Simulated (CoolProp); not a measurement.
Properties of hexamethyldisiloxane (MM) at several states (Tc = 245.6 °C, pc = 1.931 MPa, ω = 0.418).

Values from CoolProp's reference Helmholtz-energy equation of state, Thol 2016.

| T (°C) | p (MPa) | phase | density (kg/m³) | cp (kJ/(kg K)) | speed of sound (m/s) |
|---|---|---|---|---|---|
| 279.45 | 8.4 | supercritical | 485.9 | 2.518 | 315.9 |
| 104.55 | 8.39 | liquid | 693.0 | 2.088 | 711.8 |
| 332.25 | 0.0269 | gas | 0.8702 | 2.240 | 177.6 |
| 236.55 | 0.052 | gas | 2.013 | 2.041 | 162.0 |
